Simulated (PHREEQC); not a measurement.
**Spent oxide etchant: an equilibrium model**

Consider water at 40 °C with 18 mmol/kgw HF and 0.1 mmol/kgw (NH4)2SiF6. Closed to the air; pH follows from the charge balance.

Model: ion-association model, phreeqc.dat, run in PHREEQC.

| Item | Value |
|---|---|
| pH | 2.55 |
| ionic strength | 0.00330 mol/kgw |
| total alkalinity | -18.4 meq/kg |

```tsv
species	molality	activity	log γ
HF	0.0148	0.0148	0.000
H+	0.00300	0.00283	-0.026
F-	0.00283	0.00265	-0.028
NH4+	0.000200	0.000187	-0.029
HF2-	0.000176	0.000165	-0.028
SiF6-2	1.00e-4	7.76e-5	-0.110
H4SiO4	8.63e-9	8.64e-9	0.000
```

Precipitation was switched off in this run. Away from 25 °C the constants follow the database's enthalpies or fits; those with neither stay at their 25 °C values. SiF6-2 is the database's only silicon fluoride.
